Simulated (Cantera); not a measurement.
**Adiabatic ignition**

An adiabatic, constant-volume homogeneous reactor starts with CH₄ : CO : O₂ : N₂ = 1 : 0.2 : 2.16 : 8.14 (molar parts), at 1125 K and 14.8 atm.

Detailed kinetics in Cantera: GRI-Mech 3.0 (53 species, 325 reactions). The pressure lies above the range GRI-Mech 3.0 was tuned for (to about 10 atm).

| t (s) | T (K) | P (bar) | x CH₄ | x CO | x O₂ | x H | x NO |
|---|---|---|---|---|---|---|---|
| 5.00e-6 | 1125 | 15.0 | 0.0870 | 0.0174 | 0.188 | 1.63e-12 | <1e-12 |
| 1.27e-5 | 1125 | 15.0 | 0.0870 | 0.0174 | 0.188 | 3.28e-12 | <1e-12 |
| 3.23e-5 | 1125 | 15.0 | 0.0870 | 0.0174 | 0.188 | 8.42e-12 | <1e-12 |
| 8.22e-5 | 1125 | 15.0 | 0.0870 | 0.0174 | 0.188 | 2.66e-11 | <1e-12 |
| 0.000209 | 1125 | 15.0 | 0.0870 | 0.0174 | 0.188 | 8.87e-11 | <1e-12 |
| 0.000531 | 1125 | 15.0 | 0.0869 | 0.0174 | 0.188 | 1.85e-10 | <1e-12 |
| 0.00135 | 1125 | 15.0 | 0.0869 | 0.0174 | 0.188 | 2.89e-10 | <1e-12 |
| 0.00343 | 1127 | 15.0 | 0.0868 | 0.0174 | 0.188 | 7.32e-10 | <1e-12 |
| 0.00873 | 1143 | 15.2 | 0.0851 | 0.0175 | 0.186 | 1.22e-8 | <1e-12 |
| 0.0222 | 2981 | 40.4 | <1e-12 | 0.0296 | 0.0147 | 0.00218 | 0.0116 |
| 0.0565 | 2981 | 40.4 | <1e-12 | 0.0296 | 0.0147 | 0.00218 | 0.0116 |
| 0.144 | 2981 | 40.4 | <1e-12 | 0.0296 | 0.0147 | 0.00218 | 0.0116 |
| 0.365 | 2981 | 40.4 | <1e-12 | 0.0296 | 0.0147 | 0.00218 | 0.0116 |
| 0.928 | 2981 | 40.4 | <1e-12 | 0.0296 | 0.0147 | 0.00218 | 0.0116 |
| 2.36 | 2981 | 40.4 | <1e-12 | 0.0296 | 0.0147 | 0.00218 | 0.0116 |
| 6.00 | 2981 | 40.4 | <1e-12 | 0.0296 | 0.0147 | 0.00218 | 0.0116 |
x: mole fraction; the columns are a selection and need not sum to one.

```
Item                                                              Result
---------------------------------  -------------------------------------
time of steepest temperature rise                                10.6 ms
temperature at 6.00 s                                             2981 K
equilibrium temperature                                           2981 K
x(CH₄) at 6.00 s                   <1e-12 (gas-phase equilibrium <1e-12)
x(CO) at 6.00 s                    0.0296 (gas-phase equilibrium 0.0296)
x(O₂) at 6.00 s                    0.0147 (gas-phase equilibrium 0.0147)
```
